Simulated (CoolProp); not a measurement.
Fluorine at 293.15 K and 0.378 MPa is throttled through a valve to 0.0314 MPa with no heat exchange. Each further row changes one setting.

Values from CoolProp's reference Helmholtz-energy equation of state, de Reuck 1990.

```json
[
 {"case": "as stated", "final density (kg/m³)": "?"},
 {"case": "outlet pressure 0.00942 MPa", "final density (kg/m³)": "?"},
 {"case": "outlet pressure 0.0408 MPa", "final density (kg/m³)": "?"}
]
```

Question: What belongs in the gaps?

Answer: 
- as stated, final density (kg/m³): 0.491
- outlet pressure 0.00942 MPa, final density (kg/m³): 0.147
- outlet pressure 0.0408 MPa, final density (kg/m³): 0.638
